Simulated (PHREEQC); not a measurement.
**Brine: an equilibrium model**

Solution (20 °C): 0.11 mol KCl, 0.00026 mol H3BO3 and 1.1e-05 mol H4SiO4 per kg of water. Closed to the air; pH follows from the charge balance.

All values are PHREEQC results (ion-association model, wateq4f.dat), not measurements.

Each row changes one thing in this solution. Precipitation was switched off in this run.

```
case                                          pH  ionic strength (mol/kgw)  H2BO3- (mol/kgw)  SI of Quartz (SiO2)
------------------------------------------  ----  ------------------------  ----------------  -------------------
as made                                     6.39                     0.110           4.66e-7                -0.89
KCl replaced by MgCl2 at the same molality  6.28                     0.330           4.43e-7                -0.87
KCl left out                                6.42                   3.80e-7           3.59e-7                -0.90
H4SiO4 from 1.1e-05 to 2.2e-06 mol/kgw      6.39                     0.110           4.68e-7                -1.59
0.012 mol/kgw H2SO4 added                   1.79                     0.135          1.20e-11                -0.89
temperature from 20 to 45 °C                6.27                     0.110           5.52e-7                -1.24
H4SiO4 from 1.1e-05 to 5.5e-06 mol/kgw      6.39                     0.110           4.68e-7                -1.19
diluted 2-fold with water                   6.54                    0.0550           3.03e-7                -1.20
H3BO3 from 0.00026 to 2.6e-05 mol/kgw       6.81                     0.110           1.21e-7                -0.89
```

At this temperature some constants are extrapolated from 25 °C, and those without enthalpy data are left unchanged.
